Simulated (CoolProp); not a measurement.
Values from CoolProp's reference Helmholtz-energy equation of state, Lemmon 2006. It is a short technical equation, of lower accuracy than the large ones.

Question: For C2F6 (R116), give the phase and the density (kg/m³), Joule-Thomson coefficient (K/MPa), isothermal compressibility (1/MPa), expansivity (1/kK) at 246.1 K and 4.23 MPa; 246.1 K and 5.08 MPa.

Answer: 
- 246.1 K and 4.23 MPa: liquid; density 1380, Joule-Thomson coefficient -0.00852, isothermal compressibility 0.00759, expansivity 4.01
- 246.1 K and 5.08 MPa: liquid; density 1390, Joule-Thomson coefficient -0.0355, isothermal compressibility 0.00713, expansivity 3.85
